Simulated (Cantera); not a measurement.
A Cantera script and its output.

```python
import numpy as np
import cantera as ct

gas = ct.Solution("gri30.yaml", transport_model="multicomponent")
show = ['H', 'OH', 'NH3']

rows = []
print(f"{'T/K':>7s}{'rho':>11s}{'cp':>10s}{'mu':>11s}{'lambda':>11s}{'Pr':>7s}" + "".join(f"{'D_' + s:>11s}" for s in show))
for T in [400, 500, 600, 700, 800, 900, 1000]:
    gas.TPX = T, 7800, {'O2': 0.99, 'N2O': 0.98}
    Pr = gas.cp_mass * gas.viscosity / gas.thermal_conductivity
    D = [gas.mix_diff_coeffs_mole[gas.species_index(s)] for s in show]
    rows.append([gas.density, gas.cp_mass, gas.viscosity, gas.thermal_conductivity, Pr, *D])
    print(f"{T:7g}{gas.density:11.4e}{gas.cp_mass:10.1f}{gas.viscosity:11.4e}"
          f"{gas.thermal_conductivity:11.4e}{Pr:7.3f}" + "".join(f"{d:11.4e}" for d in D))
print("SI units: kg/m3, J/kg/K, Pa s, W/m/K, m2/s")
```

Result:

```
    T/K        rho        cp         mu     lambda     Pr        D_H       D_OH      D_NH3
    400 8.9063e-02     958.0 2.2044e-05 2.9048e-02  0.727 2.4229e-03 6.0281e-04 4.2344e-04
    500 7.1251e-02    1012.4 2.6323e-05 3.6547e-02  0.729 3.6021e-03 8.8782e-04 6.4713e-04
    600 5.9375e-02    1059.5 3.0224e-05 4.3856e-02  0.730 4.9529e-03 1.2132e-03 9.0788e-04
    700 5.0893e-02    1099.8 3.3838e-05 5.0931e-02  0.731 6.4629e-03 1.5763e-03 1.2026e-03
    800 4.4532e-02    1133.7 3.7225e-05 5.7737e-02  0.731 8.1224e-03 1.9749e-03 1.5287e-03
    900 3.9584e-02    1161.9 4.0428e-05 6.4255e-02  0.731 9.9239e-03 2.4073e-03 1.8844e-03
   1000 3.5625e-02    1185.0 4.3479e-05 7.0491e-02  0.731 1.1861e-02 2.8721e-03 2.2681e-03
SI units: kg/m3, J/kg/K, Pa s, W/m/K, m2/s
```

Model: GRI-Mech 3.0 (53 species, 325 reactions), integrated in Cantera.
